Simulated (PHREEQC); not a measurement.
Dissolve 0.0015 mol ZnSO4, 0.18 mol CaCl2, 0.0083 mol NaCl and 0.0069 mol TMAH per kg of water at 25 °C. Closed to the air; pH follows from the charge balance.

Computed with PHREEQC (ion-association model, wateq4f.dat).

Precipitation was switched off in this run.

Question: Estimate the pH, activity of water.

Answer: pH 11.10; activity of water 0.990.

Question: In which forms is S present?

Answer: CaSO4 61 %, SO4-2 39 % of the S.

Saturation is exceeded, for instance for Zn(OH)2-e, Zn5(OH)8Cl2; the values hold only as long as no solid forms. (CH3)4N+ isn't in the database: it is added as a free cation with an ion size of 4 Å.
